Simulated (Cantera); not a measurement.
A perfectly stirred reactor is fed with CO : H2 : CH4 : O2 : N2 = 1 : 0.31 : 0.62 : 3.45 : 13 (molar parts), at 2.86 atm; it is adiabatic with a 750 K inlet, and is followed from long to short residence time, starting on the burning branch (τ in s: 0.074, 0.038, 0.02, 0.01, 0.0053, 0.0027, 0.0014, 0.00073, 0.00038, 0.0002, 0.0001, 5.3e-05, 2.7e-05).

Cantera simulation using GRI-Mech 3.0 (53 species, 325 reactions); the numbers are that mechanism's predictions, not measurements.

Task: Predict: blow-out, bracketed by the residence times tried; x(CO) at τ = 74.0 ms; x(H2) at τ = 74.0 ms; x(CH4) at τ = 74.0 ms; x(CH2O) at τ = 74.0 ms; x(CO2) at τ = 74.0 ms; x(CO) at τ = 1.40 ms; x(H2) at τ = 1.40 ms; x(CH4) at τ = 1.40 ms; x(CH2O) at τ = 1.40 ms; x(CO2) at τ = 1.40 ms.

Result: 
```json
{
 "blow_out_bracketed_by_the_residence_times_tried": "burning at 53.0 µs, out at 27.0 µs",
 "x(CO) at τ = 74.0 ms": "0.000486",
 "x(H2) at τ = 74.0 ms": "8.30e-5",
 "x(CH4) at τ = 74.0 ms": "1.89e-6",
 "x(CH2O) at τ = 74.0 ms": "2.58e-7",
 "x(CO2) at τ = 74.0 ms": "0.0908",
 "x(CO) at τ = 1.40 ms": "0.00435",
 "x(H2) at τ = 1.40 ms": "0.000577",
 "x(CH4) at τ = 1.40 ms": "3.25e-5",
 "x(CH2O) at τ = 1.40 ms": "5.15e-6",
 "x(CO2) at τ = 1.40 ms": "0.0866"
}
```
